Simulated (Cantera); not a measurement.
## Premixed flame

A freely propagating, adiabatic, planar premixed flame of CH4 : C2H6 : O2 : N2 = 1 : 0.042 : 3.16 : 11.9 (molar parts), equivalence ratio 0.68, unburnt at 375 K and 9.87 atm; mixture-averaged transport, grid criteria slope 0.08 and curve 0.16, no radiation.

Model: GRI-Mech 3.0 (53 species, 325 reactions), integrated in Cantera. Burning velocities carry a grid error of a few per cent, more on coarse grids.

```csv
z (mm),T (K),u (m/s),x CH4,x C2H6,x O2,x H2O2,x C2H,x NO
-0.513,376,0.0877,0.0620,0.00261,0.196,1.53e-7,<1e-8,<1e-8
-0.342,387,0.0901,0.0615,0.00260,0.195,1.42e-6,<1e-8,<1e-8
-0.257,422,0.0985,0.0597,0.00258,0.193,6.21e-6,<1e-8,<1e-8
-0.171,573,0.134,0.0525,0.00240,0.181,2.79e-5,<1e-8,1.04e-8
-0.0855,1009,0.238,0.0320,0.00154,0.143,7.98e-5,<1e-8,2.47e-7
-0.0428,1356,0.320,0.0154,0.000655,0.110,3.75e-5,<1e-8,1.01e-6
0,1685,0.397,0.00182,2.66e-5,0.0769,2.96e-6,<1e-8,2.14e-6
0.0428,1806,0.423,1.71e-5,<1e-8,0.0660,8.63e-7,<1e-8,2.99e-6
0.0855,1840,0.430,1.68e-7,<1e-8,0.0640,5.18e-7,<1e-8,3.40e-6
0.171,1857,0.434,<1e-8,<1e-8,0.0632,2.42e-7,<1e-8,3.71e-6
0.342,1863,0.435,<1e-8,<1e-8,0.0630,1.35e-7,<1e-8,3.94e-6
0.684,1863,0.435,<1e-8,<1e-8,0.0630,1.20e-7,<1e-8,4.22e-6
1.37,1863,0.435,<1e-8,<1e-8,0.0630,1.20e-7,<1e-8,4.75e-6
```
x: mole fraction of selected species; z is measured from the peak of heat release.

```yaml
laminar_burning_velocity: 8.74 cm/s
thermal_thickness: 0.171 mm
peak x(H2O2): 8.12e-5
peak x(C2H): <1e-8
grid_points: 133
```
